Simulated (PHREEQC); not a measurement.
Solution (20 °C): 0.28 mol NH4Cl and 0.043 mol NH3 per kg of water. Closed to the air; pH follows from the charge balance.

Computed with PHREEQC (ion-association model, phreeqc.dat).

```csv
quantity,before,after
pH,8.80,8.50
ionic strength (mol/kgw),0.280,0.280
NH4+ (mol/kgw),0.280,0.280
```

### Question
Name the change that produced these shifts.
A) diluted 5-fold with water
B) NH4Cl from 0.28 to 0.14 mol/kgw
C) NH4Cl from 0.28 to 0.252 mol/kgw
D) NH3 from 0.043 to 0.0215 mol/kgw

### Answer
D, NH3 from 0.043 to 0.0215 mol/kgw

This is a speciation only: nothing precipitates in the calculation.
